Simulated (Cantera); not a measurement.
A closed system holds: 1 mol Si3N4, 0.095 mol C, 0.01 mol H2, at 2925 K and 0.0100 bar.

Method: chemical equilibrium by Gibbs-energy minimisation in Cantera with the NASA 1993 tables (ideal gas, pure condensed phases). Candidate condensed phases: C, C6H6, C7H8, C8H18, Si, SiC, Si3N4; 105 gas species. The tables' values for SiN are old estimates; treat these amounts as uncertain. Equilibrium is a limit: real reactors are often held back by kinetics, nucleation or transport.

Question: What is the equilibrium state?

Answer: 
```
Item                                       Result
--------------------------------------  ---------
x(Si)                                       0.580
x(N2)                                       0.399
x(SiC2)                                   0.00649
x(H)                                      0.00391
x(Si2C)                                   0.00373
x(SiN)                                    0.00214
x(Si2)                                    0.00213
x(CN)                                     0.00164
x(C)                                     0.000302
gas amount                              4.990 mol
log10 activity of C(graphite) (absent)      -0.91
log10 activity of Si(l) (absent)            -1.09
```
